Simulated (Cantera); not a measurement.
Mixture: H2 : O2 : N2 = 1 : 0.417 : 2.25 (molar parts), equivalence ratio 1.2, at 0.530 bar, adiabatic and at constant pressure. Ignition delay is the time to a rise of 400 K.

Detailed kinetics in Cantera: GRI-Mech 3.0 (53 species, 325 reactions). Where the delays flatten at high temperature, the 400 K rule measures the pace of heat release, not the induction time.

Task: Predict: delay at 1448 K; delay at 1523 K; delay at 1598 K; delay at 1673 K; delay at 1748 K.

Result: 
```json
{
  "delay at 1448 K": "66.8 µs",
  "delay at 1523 K": "64.8 µs",
  "delay at 1598 K": "65.7 µs",
  "delay at 1673 K": "68.7 µs",
  "delay at 1748 K": "73.5 µs"
}
```
